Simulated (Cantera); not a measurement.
A closed system holds: 1 mol MgSO4, 2.5 mol H2, 0.54 mol O2, equilibrated at 1223.15 K and 0.133 bar.

Cantera equilibrium calculation (NASA polynomials, part measured and part estimated; ideal gas, pure solids and liquids). Candidate condensed phases: H2O, H2SO4, Mg, MgO, Mg(OH)2, MgS, MgSO4, S; 26 gas species. Gases not in the tables: S3 to S7. Equilibrium is a limit: real reactors are often held back by kinetics, nucleation or transport.

Base state: H2O 0.713, SO2 0.244, S2 0.0189, H2 0.0118, H2S 0.0111, S2O 0.000816, SO 0.000288, SH 6.27e-5 (mole fractions); condensed: MgO(s).

What changes in the equilibrium state with this change: 0.36 mol NH3 added?


```json
[
 {"species": "H2O", "before": "0.713", "after": "0.723"},
 {"species": "SO2", "before": "0.244", "after": "0.151"},
 {"species": "N2", "before": "0", "after": "0.0453"},
 {"species": "S2", "before": "0.0189", "after": "0.0372"},
 {"species": "H2S", "before": "0.0111", "after": "0.0237"},
 {"species": "H2", "before": "0.0118", "after": "0.0179"},
 {"species": "SH", "before": "6.27e-5", "after": "0.000109"},
 {"species": "S2O", "before": "0.000816", "after": "0.00107"},
 {"species": "SO", "before": "0.000288", "after": "0.000268"},
 {"species": "MgO(s), mol", "before": "1.00", "after": "1.00"}
]
```
